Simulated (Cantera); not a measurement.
A freely propagating, adiabatic, planar premixed flame of CH₃OH : O₂ : N₂ = 1 : 2.17 : 8.17 (molar parts), equivalence ratio 0.69, unburnt at 450 K and 0.0987 atm; mixture-averaged transport, grid criteria slope 0.08 and curve 0.16, no radiation.

Cantera simulation using GRI-Mech 3.0 (53 species, 325 reactions); the numbers are that mechanism's predictions, not measurements. GRI-Mech 3.0 was tuned for natural gas; its chemistry of methanol as a main component is partial and can be far from experiment. Burning velocities carry a grid error of a few per cent, more on coarse grids.

x: mole fraction of selected species; z is measured from the peak of heat release.

```tsv
z (mm)	T (K)	u (m/s)	x CH₃OH	x O₂	x OH	x CO₂	x H	x H₂
-9.88	450	0.623	0.0881	0.191	<1e-8	8.74e-7	<1e-8	0.00111
-6.58	454	0.628	0.0879	0.191	<1e-8	1.35e-5	<1e-8	0.00275
-4.94	467	0.648	0.0872	0.189	<1e-8	8.67e-5	<1e-8	0.00459
-3.29	543	0.760	0.0834	0.183	<1e-8	0.000775	<1e-8	0.00775
-1.65	874	1.25	0.0609	0.155	___	0.00594	1.07e-6	0.0122
-0.823	1200	1.75	0.0330	0.127	___	0.0133	5.27e-5	0.0144
0	1539	2.29	0.00439	0.0956	___	0.0255	0.00115	0.0142
0.823	1633	2.43	3.49e-5	0.0781	___	0.0395	0.00414	0.00937
1.65	1655	2.46	5.77e-8	0.0701	___	0.0507	0.00596	0.00716
3.29	1684	2.49	<1e-8	0.0647	0.00758	0.0630	0.00693	0.00681
6.58	1722	2.53	<1e-8	0.0621	0.00794	0.0700	0.00639	0.00667
13.2	1772	2.60	<1e-8	0.0606	0.00785	0.0726	0.00471	0.00574
26.3	1831	2.67	<1e-8	0.0592	0.00732	0.0748	0.00284	0.00435
```

### Question
What belongs in the gaps?

### Answer

- -1.65, x OH: 3.66e-7
- -0.823, x OH: 4.90e-5
- 0, x OH: 0.00160
- 0.823, x OH: 0.00498
- 1.65, x OH: 0.00661
